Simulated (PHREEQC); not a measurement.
## Copper plating or etch bath

A solution holds 0.0059 mol/kgw Cu(BF4)2, 0.24 mol/kgw HNO3 and 0.00013 mol/kgw Na2SO4, at 25 °C. Closed to the air; pH follows from the charge balance.

The numbers come from PHREEQC with the ion-association model, phreeqc.dat.

This is a speciation only: nothing precipitates in the calculation.

Task: What pH, density does the model give?

Result: pH 0.73; density 1.006 g/cm³.

Task: In which forms is F present?

Result: BF4- 77 %, HF 21 %, BF3OH- 2.0 % of the F.

Real BF4- forms and hydrolyses slowly; the run takes it at equilibrium.
